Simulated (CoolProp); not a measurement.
Vapour-liquid equilibrium of CH2F2 (R32) (1) + R152A (2) at 42.35 °C; x and y are mole fractions of (1).

Values from CoolProp's multi-fluid Helmholtz-energy mixture model, Tillner-Roth 1997 and Outcalt 1996; pair parameters Bell 2016.

```csv
x,"bubble pressure, mixture model (MPa)","bubble pressure, Raoult's law (MPa)","y, mixture model","y, Raoult's law"
0.05,1.042,1.050,0.103,0.125
0.15,1.192,1.216,0.274,0.324
0.25,1.345,1.382,0.412,0.475
0.35,1.500,1.547,0.526,0.593
0.45,1.658,1.713,0.624,0.689
0.55,1.821,1.878,0.708,0.768
0.65,1.988,2.044,0.784,0.834
0.75,2.161,2.210,0.852,0.891
0.85,2.340,2.375,0.914,0.939
0.95,2.527,2.541,0.972,0.981
```

The largest gap from Raoult's law is -3.2 % in bubble pressure, at x = 0.45. No azeotrope shows between x = 0.05 and 0.95.

Pair parameters are fitted to limited data, so mixtures are less certain than the pure fluids.
